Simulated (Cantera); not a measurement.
NO annealing gas

A perfectly stirred reactor is fed with 47.6 % NO, 52.4 % N₂, at 0.132 atm; it is held at 2198 K, and followed from long to short residence time.

Cantera simulation using GRI-Mech 3.0 (53 species, 325 reactions); the numbers are that mechanism's predictions, not measurements.

| τ (s) | x NO | x O₂ | x NO₂ | x N₂ | x O | x N₂O |
|---|---|---|---|---|---|---|
| 16 | 0.0266 | 0.223 | 1.28e-5 | 0.747 | 0.00347 | 4.30e-7 |
| 5.0 | 0.0486 | 0.212 | 2.27e-5 | 0.736 | 0.00339 | 9.73e-7 |
| 1.6 | 0.0994 | 0.186 | 4.36e-5 | 0.711 | 0.00320 | 3.52e-6 |
| 0.52 | 0.204 | 0.134 | 7.59e-5 | 0.659 | 0.00275 | 1.50e-5 |
| 0.17 | 0.346 | 0.0637 | 8.98e-5 | 0.588 | 0.00200 | 4.69e-5 |
| 0.054 | 0.436 | 0.0191 | 6.78e-5 | 0.543 | 0.00129 | 8.12e-5 |
| 0.017 | 0.465 | 0.00484 | 4.75e-5 | 0.529 | 0.000896 | 9.47e-5 |
| 0.0055 | 0.473 | 0.00107 | 3.31e-5 | 0.525 | 0.000615 | 9.30e-5 |
| 0.0018 | 0.475 | 0.000155 | 1.71e-5 | 0.524 | 0.000306 | 7.65e-5 |
| 0.00057 | 0.476 | 1.34e-5 | 4.99e-6 | 0.524 | 9.51e-5 | 4.55e-5 |
x: mole fraction; the columns are a selection and need not sum to one.
